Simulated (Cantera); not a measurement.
Silicon oxide and oxynitride deposition: SiH2Cl2 + O2 + N2

Charge: 1 mol SiH2Cl2, 18 mol O2, 1.6 mol N2, held at 0.0133 bar.

Equilibrium computed with Cantera from the NASA thermochemical tables; the gas is ideal and each condensed phase is pure. Candidate condensed phases: H2O, NH4Cl, Si, SiO2, Si2N2O, Si3N4; 47 gas species. The tables hold silica as quartz up to 1696 K and as liquid above; real silica turns to tridymite and cristobalite and melts near 1996 K. The numbers say what is thermodynamically allowed, not how fast it happens.

```tsv
T (°C)	x O2	x HCl	x N2	x H2O	x Cl2	x Cl	x NO	n SiO2(β-quartz)
650	0.824	0.0649	0.0783	0.0165	0.0164	0.000124	7.81e-6	1.00
725	0.824	0.0707	0.0782	0.0135	0.0133	0.000377	1.91e-5	1.00
800	0.824	0.0749	0.0781	0.0113	0.0108	0.000970	4.12e-5	1.00
875	0.823	0.0778	0.0779	0.00982	0.00873	0.00217	8.04e-5	1.00
950	0.823	0.0794	0.0778	0.00895	0.00681	0.00427	0.000144	1.00
1025	0.821	0.0797	0.0776	0.00874	0.00500	0.00746	0.000242	1.00
1100	0.819	0.0785	0.0774	0.00921	0.00340	0.0116	0.000384	1.00
1175	0.817	0.0760	0.0771	0.0103	0.00216	0.0164	0.000580	1.00
```
x: gas mole fraction; n: condensed amount in mol.

From 650 °C to 1175 °C the condensed part is SiO2(β-quartz).
